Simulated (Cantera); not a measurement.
Formation from one mole of O2

Cantera with NASA thermochemical tables; ideal gases at 1 bar, condensed phases pure. Values are per mole of reaction as written; species without (g) are pure solids or liquids, kept so even where they would boil at 1 bar.

C + O2(g) ⇌ CO2(g)

```
T (K)  ΔH° (kJ)  ΔS° (J/K)  ΔG° (kJ)  log10 K
-----  --------  ---------  --------  -------
300      -393.5        2.9    -394.4    68.67
1650     -396.0        0.2    -396.3    12.55
1675     -396.1        0.1    -396.3    12.36
1700     -396.1        0.1    -396.3    12.18
1725     -396.2        0.1    -396.3    12.00
1750     -396.2        0.0    -396.3    11.83
1775     -396.3        0.0    -396.3    11.66
```

1.333 Ti + O2(g) ⇌ 0.6667 Ti2O3

```tsv
T (K)	ΔH° (kJ)	ΔS° (J/K)	ΔG° (kJ)	log10 K	condensed phases
300	-1013.9	-194.4	-955.6	166.37	Ti(α), Ti2O3(s)
1650	-992.5	-167.1	-716.8	22.69	Ti(β), Ti2O3(s)
1675	-992.1	-166.9	-712.6	22.22	Ti(β), Ti2O3(s)
1700	-991.7	-166.6	-708.5	21.77	Ti(β), Ti2O3(s)
1725	-991.3	-166.4	-704.3	21.33	Ti(β), Ti2O3(s)
1750	-990.9	-166.2	-700.2	20.90	Ti(β), Ti2O3(s)
1775	-990.6	-166.0	-696.0	20.48	Ti(β), Ti2O3(s)
```

0.8 Ta + O2(g) ⇌ 0.4 Ta2O5

```
T (K)  ΔH° (kJ)  ΔS° (J/K)  ΔG° (kJ)  log10 K
-----  --------  ---------  --------  -------
300      -818.4     -181.0    -764.1   133.04
1650     -799.2     -159.5    -535.9    16.97
1675     -798.7     -159.3    -532.0    16.59
1700     -798.3     -159.0    -528.0    16.22
1725     -797.9     -158.8    -524.0    15.87
1750     -797.5     -158.5    -520.0    15.52
1775     -797.0     -158.3    -516.1    15.19
```

1.2 Ti + O2(g) ⇌ 0.4 Ti3O5

```
T (K)  ΔH° (kJ)  ΔS° (J/K)  ΔG° (kJ)  log10 K  condensed phases
-----  --------  ---------  --------  -------  ----------------
300      -983.7     -190.3    -926.6   161.33   Ti(α), Ti3O5(s)
1650     -966.8     -164.2    -695.8    22.03   Ti(β), Ti3O5(s)
1675     -966.3     -163.9    -691.7    21.57   Ti(β), Ti3O5(s)
1700     -965.9     -163.7    -687.6    21.13   Ti(β), Ti3O5(s)
1725     -965.5     -163.4    -683.6    20.70   Ti(β), Ti3O5(s)
1750     -965.0     -163.2    -679.5    20.28   Ti(β), Ti3O5(s)
1775     -964.6     -162.9    -675.4    19.88   Ti(β), Ti3O5(s)
```
